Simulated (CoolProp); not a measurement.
Properties of tetrahydrofuran along the isobar 3.08 bar.

Values from CoolProp's reference Helmholtz-energy equation of state, Fiedler 2023.

```json
[
 {"T (K)": "348.3", "phase": "liquid", "Z": "[?]", "expansivity (1/kK)": "[?]"},
 {"T (K)": "355.7", "phase": "liquid", "Z": "0.009199", "expansivity (1/kK)": "1.471"},
 {"T (K)": "363.2", "phase": "liquid", "Z": "0.009110", "expansivity (1/kK)": "1.513"},
 {"T (K)": "370.6", "phase": "liquid", "Z": "[?]", "expansivity (1/kK)": "[?]"},
 {"T (K)": "385.5", "phase": "gas", "Z": "0.9400", "expansivity (1/kK)": "3.133"},
 {"T (K)": "393", "phase": "gas", "Z": "0.9437", "expansivity (1/kK)": "3.038"},
 {"T (K)": "400.4", "phase": "gas", "Z": "[?]", "expansivity (1/kK)": "2.951"},
 {"T (K)": "407.9", "phase": "gas", "Z": "0.9501", "expansivity (1/kK)": "2.869"},
 {"T (K)": "415.3", "phase": "gas", "Z": "0.9529", "expansivity (1/kK)": "[?]"},
 {"T (K)": "422.8", "phase": "gas", "Z": "0.9555", "expansivity (1/kK)": "2.721"}
]
```

Q: Some entries are withheld; supply them.

A: 
- 348.3, Z: 0.009294
- 348.3, expansivity (1/kK): 1.434
- 370.6, Z: 0.009030
- 370.6, expansivity (1/kK): 1.557
- 400.4, Z: 0.9470
- 415.3, expansivity (1/kK): 2.793
